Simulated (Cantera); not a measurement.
Feed: 1 mol Si, 5.5 mol HCl, 0.7 mol H2, held at 873.15 K and 1.00 bar.

Equilibrium computed with Cantera from the NASA thermochemical tables; the gas is ideal and each condensed phase is pure. Candidate condensed phases: Si; 19 gas species. Rates play no part.

Base state: H2 0.518, HCl 0.289, SiCl4 0.192, SiHCl3 0.000737 (mole fractions); condensed: gas only.

What changes in the equilibrium state with this change: HCl from 5.5 to 1.6 mol?


```csv
species,before,after
H2,0.518,0.763
SiCl4,0.192,0.156
SiHCl3,0.000737,0.0744
HCl,0.289,0.00343
SiH3Cl,<1e-9,3.38e-5
SiH2Cl2,2.58e-7,0.00324
SiCl2,2.30e-9,1.96e-5
"Si(s), mol",0,0.564
```
The tables' values for SiCl3 are old estimates; treat these amounts as uncertain.

What changes in the equilibrium state with this change: HCl from 5.5 to 0.77 mol?


```json
[
 {"species": "H2", "before": "0.518", "after": "0.828"},
 {"species": "SiCl4", "before": "0.192", "after": "0.107"},
 {"species": "SiHCl3", "before": "0.000737", "after": "0.0584"},
 {"species": "HCl", "before": "0.289", "after": "0.00325"},
 {"species": "SiH3Cl", "before": "<1e-9", "after": "3.48e-5"},
 {"species": "SiH2Cl2", "before": "2.58e-7", "after": "0.00291"},
 {"species": "Si(s), mol", "before": "0", "after": "0.788"}
]
```
The tables' values for SiCl3 are old estimates; treat these amounts as uncertain.
